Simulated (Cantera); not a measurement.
An isothermal, constant-pressure homogeneous reactor starts with N2O = 1 (molar parts), at 1075 K and 1.00 bar.

Cantera simulation using GRI-Mech 3.0 (53 species, 325 reactions); the numbers are that mechanism's predictions, not measurements. GRI-Mech 3.0 was tuned for natural gas; its chemistry of N2O as a main component is partial and can be far from experiment. The mechanism lacks the step 2 NO + O2 → 2 NO2, which can matter for NO2 below about 1400 K. The temperature is held fixed by assumption; the heat of reaction is taken as removed at once.

x: mole fraction; the columns are a selection and need not sum to one.

| t (s) | x N2O | x NO | x N2 | x NO2 | x O2 | x O |
|---|---|---|---|---|---|---|
| 0.000400 | 1.000 | 9.62e-7 | 1.57e-5 | 2.55e-11 | 7.49e-6 | 1.93e-7 |
| 0.00119 | 1.000 | 2.92e-6 | 4.71e-5 | 2.35e-10 | 2.27e-5 | 1.93e-7 |
| 0.00356 | 1.000 | 8.75e-6 | 0.000141 | 2.10e-9 | 6.81e-5 | 1.93e-7 |
| 0.0106 | 0.999 | 2.61e-5 | 0.000421 | 1.83e-8 | 0.000204 | 1.93e-7 |
| 0.0317 | 0.998 | 7.79e-5 | 0.00125 | 1.53e-7 | 0.000608 | 1.93e-7 |
| 0.0948 | 0.994 | 0.000231 | 0.00373 | 1.13e-6 | 0.00181 | 1.93e-7 |
| 0.283 | 0.983 | 0.000680 | 0.0110 | 6.39e-6 | 0.00535 | 1.92e-7 |
| 0.844 | 0.950 | 0.00196 | 0.0321 | 2.48e-5 | 0.0156 | 1.88e-7 |
| 2.52 | 0.863 | 0.00535 | 0.0889 | 7.41e-5 | 0.0430 | 1.79e-7 |
| 7.52 | 0.664 | 0.0126 | 0.218 | 0.000180 | 0.106 | ? |
| 22.4 | 0.354 | 0.0223 | 0.420 | 0.000324 | 0.204 | ? |
| 67.0 | 0.0927 | 0.0270 | 0.591 | 0.000406 | 0.289 | ? |
| 200 | 0.00485 | 0.0267 | 0.650 | 0.000582 | 0.318 | ? |

**Question.** Some entries are withheld; supply them.

**Answer.** 
- 7.52, x O: 1.54e-7
- 22.4, x O: 1.05e-7
- 67.0, x O: 3.97e-8
- 200, x O: 3.05e-9
